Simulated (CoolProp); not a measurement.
n-perfluorobutane along the isotherm 450 K: Z from the reference equation and from simpler models built on Tc = 386.3 K, pc = 23.22 bar, ω = 0.372; each cubic takes its own stable root.

Model: reference Helmholtz-energy equation of state, Gao 2022, in CoolProp.

```
p (bar)  phase   reference  Pitzer virial  van der Waals  Soave-Redlich-Kwong
-------  -----  ----------  -------------  -------------  -------------------
0.829      gas      0.9934         0.9930         0.9927               0.9932
1.66       gas      0.9868         0.9859         0.9853               0.9863
2.49       gas      0.9800         0.9789         0.9778               0.9794
3.32       gas      0.9733         0.9718         0.9703               0.9725
4.15       gas  (withheld)         0.9648         0.9626               0.9655
4.98       gas      0.9595         0.9577         0.9549               0.9586
5.81       gas      0.9526         0.9507         0.9470               0.9516
6.64       gas      0.9455         0.9436         0.9391               0.9445
7.46       gas  (withheld)         0.9367         0.9312               0.9375
8.29       gas      0.9314         0.9296         0.9231           (withheld)
9.12       gas      0.9241         0.9226     (withheld)               0.9233
9.95       gas  (withheld)         0.9155         0.9065               0.9162
10.8       gas      0.9093         0.9083         0.8978           (withheld)
11.6       gas      0.9022         0.9015         0.8895               0.9019
```

Q: What belongs in the gaps?

A: 
- 4.15, reference: 0.9664
- 7.46, reference: 0.9385
- 8.29, Soave-Redlich-Kwong: 0.9305
- 9.12, van der Waals: 0.9148
- 9.95, reference: 0.9168
- 10.8, Soave-Redlich-Kwong: 0.9088
